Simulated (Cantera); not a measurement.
A perfectly stirred reactor is fed with 7.05 % C₃H₈, 19.6 % O₂, 73.3 % N₂, at 1.50 bar; it is adiabatic with a 450 K inlet, and is followed from long to short residence time, starting on the burning branch (τ in s: 0.027, 0.01, 0.0041, 0.0016, 0.00063, 0.00025, 9.6e-05, 3.8e-05, 1.5e-05).

Detailed kinetics in Cantera: GRI-Mech 3.0 (53 species, 325 reactions). GRI-Mech 3.0 was tuned for natural gas; its chemistry of propane as a main component is partial and can be far from experiment.

Question: Predict: blow-out, bracketed by the residence times tried; x(C₃H₈) at τ = 27.0 ms; x(O₂) at τ = 27.0 ms; x(OH) at τ = 27.0 ms; x(CO₂) at τ = 27.0 ms; x(CH₂CO) at τ = 27.0 ms; x(C₃H₈) at τ = 0.630 ms; x(O₂) at τ = 0.630 ms; x(OH) at τ = 0.630 ms; x(CO₂) at τ = 0.630 ms; x(CH₂CO) at τ = 0.630 ms.

Answer: 
- blow-out, bracketed by the residence times tried = burning at 0.630 ms, out at 0.250 ms
- x(C₃H₈) at τ = 27.0 ms = 5.09e-6
- x(O₂) at τ = 27.0 ms = 0.000726
- x(OH) at τ = 27.0 ms = 5.31e-5
- x(CO₂) at τ = 27.0 ms = 0.0391
- x(CH₂CO) at τ = 27.0 ms = 4.19e-5
- x(C₃H₈) at τ = 0.630 ms = 0.000221
- x(O₂) at τ = 0.630 ms = 0.0128
- x(OH) at τ = 0.630 ms = 0.000142
- x(CO₂) at τ = 0.630 ms = 0.0312
- x(CH₂CO) at τ = 0.630 ms = 0.000421
